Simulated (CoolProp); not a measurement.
Vapour-liquid equilibrium of n-hexane (1) + toluene (2) at 0.0227 MPa; x and y are mole fractions of (1).

The numbers come from the multi-fluid Helmholtz-energy mixture model, Thol 2019 and Lemmon 2006; pair parameters Bell 2016 in CoolProp.

```tsv
x	bubble temperature, mixture model (K)	bubble temperature, Raoult's law (K)	y, mixture model	y, Raoult's law
0.05	332.4	334.6	0.243	0.177
0.2	[?]	325.6	[?]	0.520
0.35	[?]	318.7	[?]	0.710
0.5	[?]	313.3	[?]	0.825
0.65	307.2	308.8	0.885	0.901
0.8	[?]	305.1	0.937	0.953
0.95	301.7	301.9	0.984	0.990
```

Task: Complete the blanks.

Result: 
- 0.2, bubble temperature, mixture model (K): 321.3
- 0.2, y, mixture model: 0.589
- 0.35, bubble temperature, mixture model (K): 314.9
- 0.35, y, mixture model: 0.736
- 0.5, bubble temperature, mixture model (K): 310.5
- 0.5, y, mixture model: 0.822
- 0.8, bubble temperature, mixture model (K): 304.3

The largest gap from Raoult's law is -4.3 K in bubble temperature, at x = 0.2. No azeotrope shows between x = 0.05 and 0.95.

The pair parameters rest on a limited set of measurements; away from them the model extrapolates.
